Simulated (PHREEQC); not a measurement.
Solution (25 °C): 0.17 mol/kgw HF, 0.0064 mol/kgw KF and 0.052 mol/kgw H2SO4. Closed to the air; pH follows from the charge balance.

Model: ion-association model, wateq4f.dat, run in PHREEQC.

```json
[
 {"quantity": "pH", "before": "1.28", "after": "1.82"},
 {"quantity": "ionic strength (mol/kgw)", "before": "0.0837", "after": "0.0290"},
 {"quantity": "HSO4- (mol/kgw)", "before": "0.0372", "after": "0.00494"},
 {"quantity": "SO4-2 (mol/kgw)", "before": "0.0146", "after": "0.00534"}
]
```

**Question.** Which change was made?
A) diluted 10-fold with water
B) KF from 0.0064 to 0.0032 mol/kgw
C) diluted 100-fold with water
D) 0.0079 mol/kgw Na2SO4 added
E) H2SO4 from 0.052 to 0.0104 mol/kgw

**Answer.** E, H2SO4 from 0.052 to 0.0104 mol/kgw

No solid was allowed to form. wateq4f.dat counts part of the HF as a dimer, H2F2, which phreeqc.dat doesn't know; its constant is uncertain.
